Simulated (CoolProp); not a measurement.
Vapour-liquid equilibrium of propane (1) + isobutane (2) at 195 kPa; x and y are mole fractions of (1).

Model: multi-fluid Helmholtz-energy mixture model, Lemmon 2009 and Bücker 2006; pair parameters Kunz 2012, in CoolProp.

```json
[
 {"x": "0.05", "bubble temperature (K)": "___", "y at the bubble point": "0.126", "dew temperature at overall composition x (K)": "___", "liquid density (mol/L)": "10.00"},
 {"x": "0.2", "bubble temperature (K)": "___", "y at the bubble point": "0.412", "dew temperature at overall composition x (K)": "275.1", "liquid density (mol/L)": "10.41"},
 {"x": "0.35", "bubble temperature (K)": "264.3", "y at the bubble point": "0.607", "dew temperature at overall composition x (K)": "271.5", "liquid density (mol/L)": "10.82"},
 {"x": "0.5", "bubble temperature (K)": "259.4", "y at the bubble point": "0.747", "dew temperature at overall composition x (K)": "267.5", "liquid density (mol/L)": "___"},
 {"x": "0.65", "bubble temperature (K)": "255.2", "y at the bubble point": "0.851", "dew temperature at overall composition x (K)": "262.9", "liquid density (mol/L)": "11.67"},
 {"x": "0.8", "bubble temperature (K)": "251.4", "y at the bubble point": "0.927", "dew temperature at overall composition x (K)": "257.3", "liquid density (mol/L)": "12.12"},
 {"x": "0.95", "bubble temperature (K)": "___", "y at the bubble point": "___", "dew temperature at overall composition x (K)": "250.1", "liquid density (mol/L)": "12.58"}
]
```

Q: Fill in the missing entries.

A: 
- 0.05, bubble temperature (K): 276.8
- 0.05, dew temperature at overall composition x (K): 278.4
- 0.2, bubble temperature (K): 269.9
- 0.5, liquid density (mol/L): 11.24
- 0.95, bubble temperature (K): 248.1
- 0.95, y at the bubble point: 0.985

No azeotrope shows between x = 0.05 and 0.95.

Pair parameters are fitted to limited data, so mixtures are less certain than the pure fluids.
